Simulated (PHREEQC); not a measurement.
Solution (85 °C): 0.0076 mol NaHSO4, 0.0011 mol NaOH and 0.015 mol NaCl per kg of water. Closed to the air; pH follows from the charge balance.

Computed with PHREEQC (ion-association model, phreeqc.dat).

Each row changes one thing in this solution. No solid was allowed to form.

```tsv
case	pH	ionic strength (mol/kgw)	SO4-2 (mol/kgw)	HSO4- (mol/kgw)	NaSO4- (mol/kgw)	SI of Halite (NaCl)
as made	2.54	0.0308	0.00411	0.00317	0.000319	-5.23
temperature from 85 to 75 °C	2.50	0.0315	0.00443	0.00284	0.000332	-5.22
NaOH from 0.0011 to 0.011 mol/kgw	9.93	0.0398	[?]	2.05e-10	0.000699	-5.10
NaHSO4 from 0.0076 to 0.0038 mol/kgw	2.84	0.0239	0.00257	0.00105	0.000180	-5.29
temperature from 85 to 25 °C	2.36	0.0341	0.00577	0.00149	[?]	-5.17
```

Problem. What belongs in the gaps?

Solution. 
- NaOH from 0.0011 to 0.011 mol/kgw, SO4-2 (mol/kgw): 0.00690
- temperature from 85 to 25 °C, NaSO4- (mol/kgw): 0.000345

Away from 25 °C the constants follow the database's enthalpies or fits; those with neither stay at their 25 °C values.
